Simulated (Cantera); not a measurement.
An adiabatic, constant-volume homogeneous reactor starts with CH₄ : O₂ : N₂ = 1 : 6.06 : 22.8 (molar parts), equivalence ratio 0.33, at 1673 K and 1280 Torr.

Computed with Cantera and GRI-Mech 3.0 (53 species, 325 reactions).

Problem. Predict: time of steepest temperature rise; temperature at 1.00 s; equilibrium temperature; x(O₂) at 1.00 s; x(H) at 1.00 s; x(HO₂) at 1.00 s.

Solution. 
| Property | Result |
|---|---|
| time of steepest temperature rise | 0.142 ms |
| temperature at 1.00 s | 2450 K |
| equilibrium temperature | 2450 K |
| x(O₂) at 1.00 s | 0.126 (gas-phase equilibrium 0.126) |
| x(H) at 1.00 s | 0.000293 (gas-phase equilibrium 0.000293) |
| x(HO₂) at 1.00 s | 8.47e-6 (gas-phase equilibrium 8.47e-6) |
